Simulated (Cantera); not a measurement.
Source: NASA polynomial tables (part measured, part estimated), evaluated in Cantera. Values are per mole of reaction as written; species without (g) are pure solids or liquids, kept so even where they would boil at 1 bar.

ZrO2(g) → Zr + 2 O(g), with ΔH° = 784.6 kJ and ΔS° = 87.4 J/K at 300 K.

### Question
How far is the shortcut ΔG° ≈ ΔH°(300 K) − T·ΔS°(300 K) from the full temperature-dependent value at 2498, 2523, 2548, 2573, 2598, 2623, 2648 K?

### Answer
| T (K) | shortcut (kJ) | full (kJ) | difference (kJ) | difference in log10 K | condensed phases |
|---|---|---|---|---|---|
| 2498 | 566.3 | 504.0 | 62.2 | -1.30 | Zr(l) |
| 2523 | 564.1 | 500.6 | 63.5 | -1.32 | Zr(l) |
| 2548 | 561.9 | 497.1 | 64.8 | -1.33 | Zr(l) |
| 2573 | 559.7 | 493.7 | 66.1 | -1.34 | Zr(l) |
| 2598 | 557.6 | 490.2 | 67.4 | -1.35 | Zr(l) |
| 2623 | 555.4 | 486.7 | 68.7 | -1.37 | Zr(l) |
| 2648 | 553.2 | 483.2 | 70.0 | -1.38 | Zr(l) |
The shortcut ignores heat capacities and the phase changes listed.
